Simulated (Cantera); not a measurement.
Cantera run, input and output.

```python
import numpy as np
import cantera as ct

gas = ct.Solution("gri30.yaml")
gas.TPX = 1700, 2000000, {'CO': 1, 'H2': 0.51, 'O2': 1.54, 'N2': 16.9, 'CO2': 0.41}
reactor = ct.IdealGasReactor(gas, energy="on", clone=False)
net = ct.ReactorNet([reactor])
net.rtol, net.atol = 1e-08, 1e-16
show = ['CO', 'H2', 'O2', 'HO2', 'H']
times = np.geomspace(4e-06, 0.3, 16)

steps = ct.SolutionArray(gas, extra=["t"])
rows = []
print(f"{'t/s':>10s}{'T/K':>9s}{'P/Pa':>11s}" + "".join(f"{s:>11s}" for s in show))
for t in times:
    while net.time < t:
        t_next = net.step()
        steps.append(gas.state, t=t_next)
    rows.append([np.interp(t, steps.t, y) for y in (steps.T, steps.P, *steps(*show).X.T)])
    print(f"{t:10.3e}{rows[-1][0]:9.1f}{rows[-1][1]:11.4g}" + "".join(f"{x:11.3e}" for x in rows[-1][2:]))
rate = np.gradient(steps.T, steps.t)
print("integrator steps:", len(steps.t))
if steps.T.max() > steps.T[0] + 200:
    print(f"time of steepest temperature rise: {steps.t[rate.argmax()]:.4e} s")
gas.TPX = 1700, 2000000, {'CO': 1, 'H2': 0.51, 'O2': 1.54, 'N2': 16.9, 'CO2': 0.41}
gas.equilibrate("UV")
print(f"equilibrium (UV): T = {gas.T:.1f} K  " + "  ".join(f"{s} {gas[s].X[0]:.3e}" for s in show))
```

Result:

```
       t/s      T/K       P/Pa         CO         H2         O2        HO2          H
 4.000e-06   2045.6  2.361e+06  2.993e-02  6.913e-04  5.240e-02  4.506e-05  8.725e-04
 8.454e-06   2206.7  2.524e+06  1.449e-02  4.806e-04  4.550e-02  1.880e-05  4.261e-04
 1.787e-05   2305.3  2.622e+06  5.601e-03  2.242e-04  4.183e-02  7.032e-06  1.204e-04
 3.776e-05   2344.8  2.661e+06  2.104e-03  1.025e-04  4.046e-02  3.795e-06  3.645e-05
 7.981e-05   2354.9  2.671e+06  1.198e-03  7.195e-05  4.010e-02  3.208e-06  2.187e-05
 1.687e-04   2355.5  2.671e+06  1.124e-03  6.955e-05  4.004e-02  3.164e-06  2.084e-05
 3.565e-04   2355.1  2.671e+06  1.123e-03  6.946e-05  3.996e-02  3.156e-06  2.079e-05
 7.535e-04   2354.3   2.67e+06  1.119e-03  6.930e-05  3.982e-02  3.140e-06  2.068e-05
 1.593e-03   2352.7  2.668e+06  1.113e-03  6.899e-05  3.953e-02  3.108e-06  2.048e-05
 3.366e-03   2349.8  2.665e+06  1.102e-03  6.842e-05  3.900e-02  3.050e-06  2.011e-05
 7.114e-03   2345.2  2.659e+06  1.085e-03  6.753e-05  3.817e-02  2.959e-06  1.955e-05
 1.504e-02   2339.8  2.653e+06  1.065e-03  6.653e-05  3.720e-02  2.857e-06  1.891e-05
 3.178e-02   2336.4  2.649e+06  1.053e-03  6.590e-05  3.659e-02  2.793e-06  1.852e-05
 6.716e-02   2335.6  2.649e+06  1.050e-03  6.577e-05  3.645e-02  2.779e-06  1.843e-05
 1.419e-01   2335.6  2.648e+06  1.050e-03  6.576e-05  3.645e-02  2.778e-06  1.843e-05
 3.000e-01   2335.6  2.648e+06  1.050e-03  6.576e-05  3.645e-02  2.778e-06  1.843e-05
integrator steps: 1244
time of steepest temperature rise: 1.6612e-06 s
equilibrium (UV): T = 2335.6 K  CO 1.050e-03  H2 6.576e-05  O2 3.645e-02  HO2 2.778e-06  H 1.843e-05
```

Computed with Cantera and GRI-Mech 3.0 (53 species, 325 reactions). The hydrogen kinetics of GRI-Mech 3.0 are dated; newer H2 mechanisms differ, most at raised pressure. The pressure lies above the range GRI-Mech 3.0 was tuned for (to about 10 atm).
